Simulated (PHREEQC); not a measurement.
**Acid rinse or clean: an equilibrium model**

Make-up at 25 °C: 0.16 mol/kgw HBr, 0.00029 mol/kgw FeCl3 and 0.076 mol/kgw MgCl2. Closed to the air; pH follows from the charge balance.

Equilibrium calculation in PHREEQC: ion-association model, phreeqc.dat.

```yaml
pH: 0.91
ionic_strength: 0.389 mol/kgw
activity_of_water: 0.991
specific_conductance: 62900 µS/cm
density: 1.012 g/cm³
total_alkalinity: -161 meq/kg
```

| species | molality | activity | log γ |
|---|---|---|---|
| H+ | 0.160 | 0.124 | -0.112 |
| Br- | 0.160 | 0.102 | -0.197 |
| Cl- | 0.153 | 0.102 | -0.176 |
| Mg+2 | 0.0760 | 0.0229 | -0.520 |
| FeCl+2 | 0.000149 | 3.50e-5 | -0.629 |
| Fe+3 | 0.000116 | 1.14e-5 | -1.007 |
| FeCl2+ | 2.29e-5 | 1.59e-5 | -0.157 |
| FeOH+2 | 2.50e-6 | 5.89e-7 | -0.629 |
| FeCl3 | 1.48e-7 | 1.62e-7 | 0.039 |

No solid was allowed to form.
